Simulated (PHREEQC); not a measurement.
0.18 g of hydrous ferric oxide (600 m²/g; 0.2 weak and 0.005 strong sites per Fe, Dzombak-Morel constants, diffuse double layer) in 1 kg of water with 0.05 mol/kgw of an inert sodium salt and 0.00052 mol/kgw ZnSO4 and 1.5e-05 mol/kgw H3BO3, at 25 °C; the pH is set by adding NaOH or the inert anion's acid. Oxygen alone is held at its pressure in air (log pO2 = -0.68). CO2 from the air is kept out. Precipitation was switched off in this run.

All values are PHREEQC results (ion-association model, wateq4f.dat), not measurements.

```csv
pH,S sorbed (%),Zn sorbed (%),B sorbed (%),surface charge σ (C/m²),surface potential ψ (mV)
3,30.9,0.0,0.0,0.083,94
4,30.3,0.0,0.0,0.080,93
5,25.6,1.1,0.0,0.071,87
6,14.9,5.6,0.1,0.053,74
7,9.7,31.9,0.1,0.051,72
8,5.2,44.9,0.0,0.061,80
9,0.4,43.3,0.0,0.041,63
10,0.0,39.3,0.0,0.005,10
11,0.0,35.4,0.0,-0.030,-50
```

Along this series the solution becomes supersaturated in solids that the run did not let form, among them Zn(OH)2-a, Zn4(OH)6SO4. The oxide is taken as insoluble; below pH 4 it would dissolve.
